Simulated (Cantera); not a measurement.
Feed: 1 mol SiCl4, 0.52 mol Cl2, 0.28 mol H2, 2.7 mol HCl, at 1223 K and 23.0 bar.

Cantera equilibrium calculation (NASA polynomials, part measured and part estimated; ideal gas, pure solids and liquids). Candidate condensed phases: Si; 19 gas species. Kinetics and transport are ignored.

Base state: HCl 0.724, SiCl4 0.222, Cl2 0.0532, Cl 0.000288 (mole fractions); condensed: gas only.

Question: What changes in the equilibrium state with this change: pressure from 23.0 bar to 0.300 bar?

Answer: 
```json
[
 {"species": "HCl", "before": "0.724", "after": "0.724"},
 {"species": "SiCl4", "before": "0.222", "after": "0.222"},
 {"species": "Cl2", "before": "0.0532", "after": "0.0520"},
 {"species": "Cl", "before": "0.000288", "after": "0.00249"}
]
```

Question: What changes in the equilibrium state with this change: temperature from 1223 K to 1425 K?

Answer: 
```
species    before    after
-------  --------  -------
HCl         0.724    0.724
SiCl4       0.222    0.222
Cl2        0.0532   0.0525
Cl       0.000288  0.00164
```
